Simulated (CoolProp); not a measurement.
Carbon dioxide along the isotherm 68.45 °C: fugacity coefficient from the reference equation and from simpler models built on Tc = 31.0 °C, pc = 73.77 bar, ω = 0.224; each cubic takes its own stable root.

Values from CoolProp's reference Helmholtz-energy equation of state, Span 1996.

```tsv
p (bar)	phase	reference	van der Waals	Soave-Redlich-Kwong
0.583	gas	0.9982	0.9982	0.9982
0.88	gas	0.9972	0.9973	0.9973
1.33	gas	0.9958	0.9960	0.9959
2	gas	0.9937	0.9940	0.9938
3.02	gas	0.9905	0.9909	0.9906
4.56	gas	0.9857	0.9862	0.9859
6.87	gas	0.9785	0.9793	0.9788
10.4	gas	0.9675	0.9687	?
15.6	gas	0.9514	0.9531	0.9522
23.6	gas	?	0.9292	0.9282
35.6	gas	0.8908	0.8935	0.8928
53.7	gas	?	0.8399	0.8406
81	supercritical	0.7592	0.7587	0.7650
122	supercritical	0.6477	0.6346	0.6593
184	supercritical	0.5186	0.5132	0.5412
```

Q: Fill in the missing entries.

A: 
- 10.4, Soave-Redlich-Kwong: 0.9680
- 23.6, reference: 0.9270
- 53.7, reference: 0.8374
